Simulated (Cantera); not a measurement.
**CH3Cl + CH4 (fluorocarbon and chlorocarbon gases)**

Charge: 1 mol CH3Cl, 0.082 mol CH4, at 2825 K and 7.50 Torr.

Cantera equilibrium calculation (NASA polynomials, part measured and part estimated; ideal gas, pure solids and liquids). Candidate condensed phases: C, C6H6, C7H8, C8H18; 91 gas species. The numbers say what is thermodynamically allowed, not how fast it happens.

```yaml
x(H): 0.432
x(H2): 0.234
x(Cl): 0.178
x(HCl): 0.140
x(C2H2 (acetylene)): 0.00847
x(C3): 0.00428
x(C2H): 0.00206
x(C): 0.000864
x(C2): 0.000420
n(C(graphite)): 0.967 mol
gas_amount: 3.143 mol
```
